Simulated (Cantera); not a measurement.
Feed: 1 mol CaF2, 0.19 mol H2, held at 1773 K and 75.0 Torr.

These are equilibrium values from Cantera (NASA tables, ideal gas, pure condensed phases), not measurements of a reactor. Candidate condensed phases: Ca, CaF2; 15 gas species. Kinetics and transport are ignored.

Base state: H2 0.994, CaF2 0.00243, HF 0.00146, H 0.000897, CaF 0.000603, Ca 0.000427 (mole fractions); condensed: CaF2(l).

**Question.** What changes in the equilibrium state with this change: temperature from 1773 K to 2150 K?

**Answer.** 
```csv
species,before,after
H2,0.994,0.781
CaF2,0.00243,0.146
HF,0.00146,0.0329
CaF,0.000603,0.0227
H,0.000897,0.0118
Ca,0.000427,0.00510
"CaF2(l), mol",0.999,0.959
```
